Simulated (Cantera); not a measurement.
An isothermal, constant-pressure homogeneous reactor starts with H₂ : O₂ : N₂ = 0.016 : 1 : 0.32 (molar parts), equivalence ratio 0.0080, at 1050 K and 10.00 Torr.

Computed with Cantera and the H2/O2 subset of GRI-Mech 3.0, which has no nitrogen chemistry. Radical loss at walls, strong at low pressure, is not modelled.

x: mole fraction; the columns are a selection and need not sum to one.

| t (s) | x H₂ | x O₂ | x OH | x HO₂ | x H₂O₂ | x O |
|---|---|---|---|---|---|---|
| 8.00e-5 | 0.0120 | 0.749 | 6.42e-12 | 2.56e-11 | <1e-12 | 6.74e-12 |
| 0.000246 | 0.0120 | 0.749 | 4.06e-11 | 7.90e-11 | <1e-12 | 4.69e-11 |
| 0.000755 | 0.0120 | 0.749 | 2.15e-10 | 2.44e-10 | <1e-12 | 3.08e-10 |
| 0.00232 | 0.0120 | 0.749 | 2.38e-9 | 7.89e-10 | <1e-12 | 4.12e-9 |
| 0.00713 | 0.0120 | 0.749 | 1.14e-6 | 2.64e-8 | 6.10e-12 | 2.02e-6 |
| 0.0219 | 0.000285 | 0.740 | 0.000760 | 2.36e-6 | 4.81e-8 | 0.00729 |
| 0.0673 | ___ | 0.743 | ___ | ___ | 2.25e-8 | ___ |
| 0.207 | 1.47e-5 | 0.746 | 0.000211 | 9.06e-7 | 2.11e-8 | 0.00134 |
| 0.636 | 2.41e-6 | 0.747 | 8.68e-5 | 3.51e-7 | 1.59e-8 | 0.000229 |
| 1.95 | 3.11e-7 | 0.747 | 3.21e-5 | 9.35e-8 | 8.03e-9 | 3.11e-5 |
| 6.00 | 4.40e-8 | 0.747 | 1.24e-5 | 2.03e-8 | 2.66e-9 | 4.60e-6 |

**Question.** Complete the blanks.

**Answer.** 
- 0.0673, x H₂: 4.89e-5
- 0.0673, x OH: 0.000386
- 0.0673, x HO₂: 1.53e-6
- 0.0673, x O: 0.00442
